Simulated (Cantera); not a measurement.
An isothermal, constant-pressure homogeneous reactor starts with 3.03 % C2H6, 97.0 % H2, at 1350 K and 1.01 bar.

Computed with Cantera and GRI-Mech 3.0 (53 species, 325 reactions). GRI-Mech 3.0 stops at C3 and has no aromatics, soot or wall deposition, so with more carbon than oxygen in the feed, carbon stays in small species such as C2H2 where larger ones or solid carbon would form.

One state of this run: x C2H6 = 4.65e-5; x H2 = 0.943; x C2H4 = 0.00197; x H = 3.90e-6; x CH4 = 0.0533. x: mole fraction; the columns are a selection and need not sum to one.

Q: Which value of t (s) does it belong to?
(A) 0.200
(B) 0.00632
(C) 2.00
(D) 0.000200

A: C, 2.00
